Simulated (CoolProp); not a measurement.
Values from CoolProp's reference Helmholtz-energy equation of state, Platzer 1990. This equation is an older, rougher fit.

Task: For c-C4F8 (RC318), give the phase and the cp (kJ/(kg K)), cv (kJ/(kg K)), Prandtl number at 400.5 K and 1.71 bar.

Result: 
- 400.5 K and 1.71 bar: gas; cp 0.933, cv 0.887, Prandtl number 0.753

Viscosity comes from a separate model (Huber 2003), an estimate that may be off by 10 % or more. Thermal conductivity comes from a separate model (Huber 2003), an estimate that may be off by 10 % or more.
